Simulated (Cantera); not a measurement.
A closed system holds: 1 mol Si₂Cl₆, 220 mol H₂, held at 3200 Pa.

Cantera equilibrium calculation (NASA polynomials, part measured and part estimated; ideal gas, pure solids and liquids). Candidate condensed phases: Si; 19 gas species. The feed counts by its element totals alone. The tables' values for SiCl₃ are old estimates; treat these amounts as uncertain. The numbers say what is thermodynamically allowed, not how fast it happens. All values below are at 1525 K.

Base state: H₂ 0.975, HCl 0.0232, SiCl₂ 0.00181, H 0.000131, SiCl₃ 1.62e-5 (mole fractions); condensed: Si(s).

Question: What changes in the equilibrium state with this change: Si₂Cl₆ replaced by SiCl₄?

Answer: 
| species | before | after |
|---|---|---|
| H₂ | 0.975 | 0.983 |
| HCl | 0.0232 | 0.0162 |
| SiCl₂ | 0.00181 | 0.000878 |
| SiCl₃ | 1.62e-5 | 5.47e-6 |
| H | 0.000131 | 0.000131 |
| Si(s), mol | 1.59 | 0.803 |
